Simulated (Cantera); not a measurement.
Input: 1 mol SiH4, 270 mol N2, held at 1573 K and 100 Torr.

Cantera equilibrium calculation (NASA polynomials, part measured and part estimated; ideal gas, pure solids and liquids). Candidate condensed phases: Si, Si3N4; 18 gas species. Rates play no part.

What is the equilibrium state?


| Item | Result |
|---|---|
| x(N2) | 0.993 |
| x(H2) | 0.00737 |
| x(H) | 9.56e-6 |
| n(Si3N4(s)) | 0.333 mol |
| gas amount | 271.3 mol |
| log10 activity of Si(s) (absent) | -1.90 |
